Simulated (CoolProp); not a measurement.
Vapour-liquid equilibrium of n-hexane (1) + m-xylene (2) at 810 kPa; x and y are mole fractions of (1).

The numbers come from the multi-fluid Helmholtz-energy mixture model, Thol 2019 and Zhou 2012; pair parameters Bell 2016 in CoolProp.

Problem. Give the bubble temperature and the first vapour's composition at x = 0.05, 0.5, 0.95. Is there an azeotrope?

Solution. x = 0.05: 503.9 K, y = 0.136; x = 0.5: 453.0 K, y = 0.793; x = 0.95: 429.0 K, y = 0.982. No azeotrope shows between x = 0.05 and 0.95.

The pair parameters rest on a limited set of measurements; away from them the model extrapolates. The gap from Raoult's law changes sign with composition, which may be real or a fault of the pair parameters; it wasn't checked against measurements.
